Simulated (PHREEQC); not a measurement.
Solution A (0.12 mol NH4HF2, 0.00046 mol NaHCO3 and 0.00024 mol LiOH per kg of water) is mixed with solution B (0.0089 mol KHCO3 per kg of water) at 25 °C; shares are by mass of water, 1 kg in all. Oxygen is held at 0.21 atm. The system is closed to CO2. Nothing may precipitate in this run.

All values are PHREEQC results (ion-association model, phreeqc.dat), not measurements.

```csv
share of solution B,pH,HCO3- (mol/kgw),CO2 (mol/kgw),F- (mol/kgw),HF (mol/kgw),HF2- (mol/kgw)
0,3.05,3.05e-7,0.000460,0.0912,0.0877,0.0306
0.05,3.06,5.92e-7,0.000881,0.0880,0.0837,0.0282
0.1,3.07,8.87e-7,0.00130,0.0847,0.0796,0.0258
0.2,3.09,1.51e-6,0.00215,0.0780,0.0714,0.0213
0.25,3.10,1.83e-6,0.00257,0.0745,0.0671,0.0192
0.3,3.11,2.17e-6,0.00299,0.0710,0.0628,0.0171
0.4,3.13,2.92e-6,0.00383,0.0637,0.0540,0.0132
0.45,3.15,3.33e-6,0.00425,0.0599,0.0494,0.0113
0.5,3.17,3.79e-6,0.00468,0.0560,0.0448,0.00961
0.55,3.19,4.30e-6,0.00510,0.0520,0.0400,0.00798
0.6,3.21,4.88e-6,0.00552,0.0479,0.0352,0.00646
0.7,3.28,6.48e-6,0.00636,0.0392,0.0252,0.00379
0.75,3.33,7.72e-6,0.00678,0.0347,0.0200,0.00266
0.8,3.41,9.70e-6,0.00720,0.0300,0.0146,0.00168
0.9,3.86,2.99e-5,0.00802,0.0199,0.00353,0.000270
0.95,5.92,0.00251,0.00597,0.0120,1.89e-5,8.67e-7
1,8.25,0.00870,9.92e-5,0,0,0
```
